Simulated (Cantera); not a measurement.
# Adiabatic ignition

An adiabatic, constant-volume homogeneous reactor starts with 5.94 % CH₄, 20.1 % O₂, 64.2 % N₂, 9.51 % CO₂, 0.244 % H₂O, at 1375 K and 52000 Pa.

Computed with Cantera and GRI-Mech 3.0 (53 species, 325 reactions).

```tsv
t (s)	T (K)	P (bar)	x CH₄	x O₂	x CO₂	x HCO	x NO₂
2.00e-6	1375	0.520	0.0594	0.201	0.0951	<1e-12	<1e-12
6.59e-6	1375	0.520	0.0594	0.201	0.0951	<1e-12	<1e-12
2.17e-5	1375	0.520	0.0594	0.201	0.0951	<1e-12	<1e-12
7.14e-5	1375	0.520	0.0594	0.201	0.0951	<1e-12	<1e-12
0.000235	1375	0.520	0.0594	0.201	0.0951	1.61e-12	<1e-12
0.000775	1375	0.520	0.0594	0.201	0.0951	4.63e-11	<1e-12
0.00255	1377	0.521	0.0589	0.201	0.0951	3.52e-9	<1e-12
0.00840	2521	0.970	<1e-12	0.0855	0.133	3.60e-9	1.24e-6
0.0277	2509	0.965	<1e-12	0.0811	0.133	3.32e-9	5.94e-6
0.0911	2506	0.964	<1e-12	0.0803	0.134	3.26e-9	6.87e-6
0.300	2506	0.964	<1e-12	0.0803	0.134	3.26e-9	6.87e-6
```
x: mole fraction; the columns are a selection and need not sum to one.

time of steepest temperature rise: 5.86 ms
temperature at 0.300 s: 2506 K
equilibrium temperature: 2506 K
x(CH₄) at 0.300 s: <1e-12 (gas-phase equilibrium <1e-12)
x(O₂) at 0.300 s: 0.0803 (gas-phase equilibrium 0.0803)
x(CO₂) at 0.300 s: 0.134 (gas-phase equilibrium 0.134)
